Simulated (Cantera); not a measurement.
Input: 1 mol BF3, 1.7 mol O2, 26 mol H2, held at 773.15 K and 10.0 Torr.

Cantera equilibrium calculation (NASA polynomials, part measured and part estimated; ideal gas, pure solids and liquids). Gases not in the tables: H3BO3. Kinetics and transport are ignored.

```csv
species,before,after
H2,0.832,0.785
HF,0.0376,0.0813
H2O,0.106,0.0749
H,<1e-9,0.0239
BOF,3.04e-7,0.0245
BF3,0.0228,1.27e-6
B3O3F3,0.00145,<1e-9
HBO,<1e-9,0.000757
(HBO2)3,0.000448,<1e-9
BO,<1e-9,0.000305
OH,<1e-9,0.000272
B2O3,<1e-9,0.000142
"B2O3(l), mol",0.113,0
```
Gas species are given as mole fractions.

### Question
Name the change that produced these shifts.
A) temperature from 773.15 K to 1073 K
B) temperature from 773.15 K to 2100 K
C) temperature from 773.15 K to 1325 K
D) O2 from 1.7 to 4.9 mol

### Answer
B, temperature from 773.15 K to 2100 K
